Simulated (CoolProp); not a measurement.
Water along the isotherm 353.55 °C: fugacity coefficient from the reference equation and from simpler models built on Tc = 373.9 °C, pc = 22.06 MPa, ω = 0.344; each cubic takes its own stable root.

Model: reference Helmholtz-energy equation of state, Wagner 2002, in CoolProp.

```csv
p (MPa),phase,reference
0.174,gas,0.9970
0.294,gas,0.9950
0.497,gas,0.9916
0.838,gas,0.9858
1.41,gas,0.9760
2.39,gas,0.9593
4.03,gas,0.9312
6.8,gas,0.8835
11.5,gas,0.8010
19.4,liquid,0.6246
32.7,liquid,0.3993
55.2,liquid,0.2656
```

Task: How far does each simpler model (van der Waals, Redlich-Kwong, Peng-Robinson) lie from the reference over these 12 states: mean and median of the absolute difference, and the worst?

Result: 
- van der Waals: mean 6.7 %, median 0.9 %, worst +35.7 % at 353.55 °C and 55.2 MPa
- Redlich-Kwong: mean 3.1 %, median 0.1 %, worst +17.5 % at 353.55 °C and 55.2 MPa
- Peng-Robinson: mean 1.1 %, median 0.4 %, worst +6.4 % at 353.55 °C and 55.2 MPa
